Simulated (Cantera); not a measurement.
## Equilibrium for abatement and gas-phase synthesis: NH3 + H2O + H2

Input: 1 mol NH3, 0.56 mol H2O, a varied amount of H2, at 1075 K and 19.0 Pa.

These are equilibrium values from Cantera (NASA tables, ideal gas, pure condensed phases), not measurements of a reactor. Candidate condensed phases: H2O; 24 gas species. Kinetics and transport are ignored.

| n(H2) (mol) | log p H2 | log p H2O | log p N2 | log p H | log p NH3 |
|---|---|---|---|---|---|
| 0.41 | -3.91 | -4.45 | -4.50 | -9.79 | -11.55 |
| 0.59 | -3.90 | -4.47 | -4.52 | -9.78 | -11.55 |
| 0.86 | -3.88 | -4.51 | -4.56 | -9.77 | -11.54 |
| 1.3 | -3.86 | -4.56 | -4.61 | -9.76 | -11.53 |
| 1.8 | -3.84 | -4.61 | -4.66 | -9.75 | -11.53 |
| 2.7 | -3.82 | -4.69 | -4.74 | -9.74 | -11.54 |
| 3.9 | -3.80 | -4.78 | -4.83 | -9.73 | -11.55 |
| 5.7 | -3.78 | -4.89 | -4.94 | -9.72 | -11.58 |
| 8.3 | -3.77 | -5.01 | -5.06 | -9.72 | -11.61 |
| 12 | -3.75 | -5.14 | -5.19 | -9.71 | -11.66 |
| 18 | -3.74 | -5.29 | -5.34 | -9.71 | -11.72 |
log p: log10 of the partial pressure in bar; nothing condenses.

From 0.41 mol H2 to 18 mol H2 nothing is condensed.
